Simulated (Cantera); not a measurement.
A Cantera script and its output.

```python
import numpy as np
import cantera as ct

gas = ct.Solution("gri30.yaml", transport_model="multicomponent")
show = ['H2', 'CH4', 'OH']

rows = []
print(f"{'T/K':>7s}{'rho':>11s}{'cp':>10s}{'mu':>11s}{'lambda':>11s}{'Pr':>7s}" + "".join(f"{'D_' + s:>11s}" for s in show))
for T in [400, 550, 700, 850, 1000, 1150, 1300]:
    gas.TPX = T, 23, {'NO': 0.15}
    Pr = gas.cp_mass * gas.viscosity / gas.thermal_conductivity
    D = [gas.mix_diff_coeffs_mole[gas.species_index(s)] for s in show]
    rows.append([gas.density, gas.cp_mass, gas.viscosity, gas.thermal_conductivity, Pr, *D])
    print(f"{T:7g}{gas.density:11.4e}{gas.cp_mass:10.1f}{gas.viscosity:11.4e}"
          f"{gas.thermal_conductivity:11.4e}{Pr:7.3f}" + "".join(f"{d:11.4e}" for d in D))
print("SI units: kg/m3, J/kg/K, Pa s, W/m/K, m2/s")
```

Output:

```
    T/K        rho        cp         mu     lambda     Pr       D_H2      D_CH4       D_OH
    400 2.0751e-04     998.6 2.3120e-05 3.2481e-02  0.711 5.5768e-01 1.6246e-01 2.2770e-01
    550 1.5092e-04    1028.1 2.8863e-05 4.1877e-02  0.709 9.5151e-01 2.8179e-01 3.9143e-01
    700 1.1858e-04    1067.4 3.3953e-05 5.1198e-02  0.708 1.4224e+00 4.2475e-01 5.8727e-01
    850 9.7652e-05    1103.5 3.8609e-05 6.0213e-02  0.708 1.9640e+00 5.8926e-01 8.1253e-01
   1000 8.3005e-05    1132.7 4.2948e-05 6.8778e-02  0.707 2.5718e+00 7.7384e-01 1.0652e+00
   1150 7.2178e-05    1153.1 4.7043e-05 7.6724e-02  0.707 3.2421e+00 9.7735e-01 1.3439e+00
   1300 6.3850e-05    1170.7 5.0942e-05 8.4378e-02  0.707 3.9721e+00 1.1989e+00 1.6473e+00
SI units: kg/m3, J/kg/K, Pa s, W/m/K, m2/s
```

Detailed kinetics in Cantera: GRI-Mech 3.0 (53 species, 325 reactions). The composition is frozen, though it would react at the higher temperatures.
